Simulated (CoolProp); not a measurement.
Vapour-liquid equilibrium of diethyl ether (1) + benzene (2) at 1.11 MPa; x and y are mole fractions of (1).

Computed with CoolProp (multi-fluid Helmholtz-energy mixture model, Thol 2014 and Thol 2012; pair parameters Bell 2016).

```csv
x,"bubble temperature, mixture model (°C)","bubble temperature, Raoult's law (°C)","y, mixture model","y, Raoult's law"
0.05,180.1,179.3,0.105,0.131
0.2,…,166.2,…,0.424
0.35,157.8,155.5,0.555,0.619
0.5,…,146.6,0.702,0.756
0.65,…,139.0,…,0.854
0.8,133.4,132.3,0.906,0.928
0.95,126.8,126.5,…,0.984
```

Question: What belongs in the gaps?

Answer: 
- 0.2, bubble temperature, mixture model (°C): 168.2
- 0.2, y, mixture model: 0.363
- 0.5, bubble temperature, mixture model (°C): 148.7
- 0.65, bubble temperature, mixture model (°C): 140.7
- 0.65, y, mixture model: 0.816
- 0.95, y, mixture model: 0.979

The largest gap from Raoult's law is +2.3 K in bubble temperature, at x = 0.35. No azeotrope shows between x = 0.05 and 0.95.

The pair parameters rest on a limited set of measurements; away from them the model extrapolates.
